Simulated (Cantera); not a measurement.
Cantera run, input and output.

```python
import numpy as np
import cantera as ct

surf = ct.Interface("diamond.yaml", "diamond_100")
gas, bulk = surf.adjacent["gas"], surf.adjacent["diamond"]
k = surf.kinetics_species_index(bulk.species_names[0])
cover = ["c6HH", "c6H*", "c6*H", "c6**", "c6HM", "c6B"]

rows, drift = [], 0.0
print(f"{'P':>10s}{'um/h':>11s}" + "".join(f"{s:>11s}" for s in cover))
for v in [400, 650, 1100, 1700, 2800, 4500, 7300, 12000]:
    T, P, xH, xCH3 = 900, v, 0.0042, 0.0012
    gas.TPX = T, P, {"H": xH, "CH3": xCH3, "CH4": 0.0069, "H2": 1 - xH - xCH3 - 0.0069}
    surf.TP = bulk.TP = T, P
    surf.coverages = "c6H*:0.1, c6HH:0.9"
    surf.advance_coverages(100.0)
    before = surf.coverages
    surf.advance_coverages(100.0)
    drift = max(drift, np.max(np.abs(surf.coverages - before) / (surf.coverages + 1e-9)))
    rate = surf.net_production_rates[k] * bulk.mean_molecular_weight / bulk.density * 3.6e9
    rows.append([rate, *surf[cover].coverages])
    print(f"{v:10.4g}{rate:11.4e}" + "".join(f"{x:11.3e}" for x in rows[-1][1:]))
```

Result:

```
         P       um/h       c6HH       c6H*       c6*H       c6**       c6HM        c6B
       400 1.1068e+00  5.405e-01  8.127e-03  2.275e-01  3.174e-03  1.774e-01  3.003e-09
       650 1.8179e+00  5.389e-01  8.102e-03  2.268e-01  3.165e-03  1.793e-01  4.933e-09
      1100 3.0985e+00  5.378e-01  8.088e-03  2.263e-01  3.158e-03  1.806e-01  8.408e-09
      1700 4.8061e+00  5.372e-01  8.083e-03  2.261e-01  3.155e-03  1.813e-01  1.304e-08
      2800 7.9371e+00  5.368e-01  8.083e-03  2.259e-01  3.153e-03  1.818e-01  2.154e-08
      4500 1.2776e+01  5.365e-01  8.089e-03  2.258e-01  3.153e-03  1.821e-01  3.467e-08
      7300 2.0748e+01  5.364e-01  8.104e-03  2.257e-01  3.153e-03  1.823e-01  5.630e-08
   1.2e+04 3.4132e+01  5.363e-01  8.130e-03  2.256e-01  3.155e-03  1.824e-01  9.262e-08
```

Computed with Cantera and the Harris–Goodwin 1993 mechanism for the reconstructed diamond (100) surface.
